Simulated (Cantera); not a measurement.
What does this Cantera script print?

```python
import numpy as np
import cantera as ct

gas = ct.Solution("gri30.yaml")
gas.TPX = 973, 100000, {'CH3OH': 0.0074, 'O2': 0.023, 'N2': 1}
inlet = ct.Reservoir(gas, clone=True)

reactor = ct.IdealGasConstPressureReactor(gas, energy="off", clone=False)
exhaust = ct.Reservoir(gas, clone=True)
tau = [13, 4.2, 1.4, 0.48, 0.16, 0.055, 0.019, 0.0063, 0.0021, 0.00071, 0.00024][0]
for a, b in ((inlet, reactor), (reactor, exhaust)):
    ct.MassFlowController(a, b, mdot=lambda t: reactor.mass / tau)
net = ct.ReactorNet([reactor])
show = ['CH3OH', 'O2', 'N2O', 'CH2CO', 'CH3', 'CO2']

rows = []
print(f"{'tau/s':>10s}{'T/K':>9s}" + "".join(f"{s:>11s}" for s in show))
for tau in [13, 4.2, 1.4, 0.48, 0.16, 0.055, 0.019, 0.0063, 0.0021, 0.00071, 0.00024]:
    net.initial_time = 0.0
    net.advance(30 * tau)
    before = gas.X
    net.advance(40 * tau)
    drift = np.max(np.abs(gas.X - before) / (gas.X + 1e-9))
    rows.append([gas.T, *gas[show].X, drift])
    print(f"{tau:10.3e}{gas.T:9.1f}" + "".join(f"{x:11.3e}" for x in gas[show].X))
```

Output:

```
     tau/s      T/K      CH3OH         O2        N2O      CH2CO        CH3        CO2
 1.300e+01    973.0  7.544e-05  1.250e-02  4.545e-08  4.051e-12  7.705e-12  5.476e-03
 4.200e+00    973.0  1.938e-04  1.361e-02  1.566e-08  2.759e-11  1.917e-11  3.920e-03
 1.400e+00    973.0  5.495e-04  1.537e-02  4.604e-09  1.057e-10  3.450e-11  2.132e-03
 4.800e-01    973.0  1.365e-03  1.711e-02  1.702e-09  2.071e-10  5.254e-11  9.538e-04
 1.600e-01    973.0  3.147e-03  1.918e-02  6.728e-10  1.581e-10  6.286e-11  2.485e-04
 5.500e-02    973.0  7.182e-03  2.232e-02  6.304e-14  1.873e-18  6.232e-11  8.340e-10
 1.900e-02    973.0  7.182e-03  2.232e-02  7.466e-15  2.200e-19  5.952e-11  2.881e-10
 6.300e-03    973.0  7.182e-03  2.232e-02  8.155e-16  2.406e-20  5.179e-11  9.552e-11
 2.100e-03    973.0  7.182e-03  2.232e-02  9.232e-17  2.668e-21  3.720e-11  3.183e-11
 7.100e-04    973.0  7.182e-03  2.232e-02  1.218e-17  3.044e-22  2.035e-11  1.076e-11
 2.400e-04    973.0  7.182e-03  2.232e-02  2.102e-18  3.468e-23  8.698e-12  3.630e-12
```

Computed with Cantera and GRI-Mech 3.0 (53 species, 325 reactions). GRI-Mech 3.0 was tuned for natural gas; its chemistry of methanol as a main component is partial and can be far from experiment.
